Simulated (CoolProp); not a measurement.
Saturated liquid density (kg/m³) of C3F8 (R218): the reference equation beside estimates from Tc = 345.0 K, pc = 2.640 MPa, ω = 0.317. Rackett uses Z = 0.29056 − 0.08775 ω.

Values from CoolProp's reference Helmholtz-energy equation of state, Lemmon 2006. It is a short technical equation, of lower accuracy than the large ones.

```json
[
 {"T (K)": "243.2", "reference": "1584", "Rackett": "1691", "van der Waals": "983.5", "Redlich-Kwong": "1424", "Soave-Redlich-Kwong": "1499", "Peng-Robinson": "1697"},
 {"T (K)": "253.1", "reference": "1544", "Rackett": "1646", "van der Waals": "957.8", "Redlich-Kwong": "1379", "Soave-Redlich-Kwong": "1455", "Peng-Robinson": "1649"},
 {"T (K)": "263.1", "reference": "1501", "Rackett": "1598", "van der Waals": "930.3", "Redlich-Kwong": "1329", "Soave-Redlich-Kwong": "1407", "Peng-Robinson": "1596"},
 {"T (K)": "273", "reference": "1455", "Rackett": "1548", "van der Waals": "901.2", "Redlich-Kwong": "1277", "Soave-Redlich-Kwong": "1355", "Peng-Robinson": "1538"},
 {"T (K)": "282.9", "reference": "1407", "Rackett": "1494", "van der Waals": "869.8", "Redlich-Kwong": "1220", "Soave-Redlich-Kwong": "1298", "Peng-Robinson": "1473"},
 {"T (K)": "292.8", "reference": "1354", "Rackett": "1436", "van der Waals": "835.6", "Redlich-Kwong": "1159", "Soave-Redlich-Kwong": "1234", "Peng-Robinson": "1401"},
 {"T (K)": "302.8", "reference": "1295", "Rackett": "1371", "van der Waals": "797.5", "Redlich-Kwong": "1090", "Soave-Redlich-Kwong": "1162", "Peng-Robinson": "1318"},
 {"T (K)": "312.7", "reference": "1229", "Rackett": "1299", "van der Waals": "754.9", "Redlich-Kwong": "1014", "Soave-Redlich-Kwong": "1080", "Peng-Robinson": "1223"},
 {"T (K)": "322.6", "reference": "1149", "Rackett": "1215", "van der Waals": "705.0", "Redlich-Kwong": "925.8", "Soave-Redlich-Kwong": "982.5", "Peng-Robinson": "1109"},
 {"T (K)": "332.5", "reference": "1045", "Rackett": "1106", "van der Waals": "642.4", "Redlich-Kwong": "816.9", "Soave-Redlich-Kwong": "860.2", "Peng-Robinson": "965.0"}
]
```

Absolute difference from the reference over all 10 rows, mean and median: Rackett 6.2 and 6.1 %, van der Waals 38.3 and 38.2 %, Redlich-Kwong 14.7 and 13.8 %, Soave-Redlich-Kwong 9.5 and 8.3 %, Peng-Robinson 4.8 and 5.2 %.
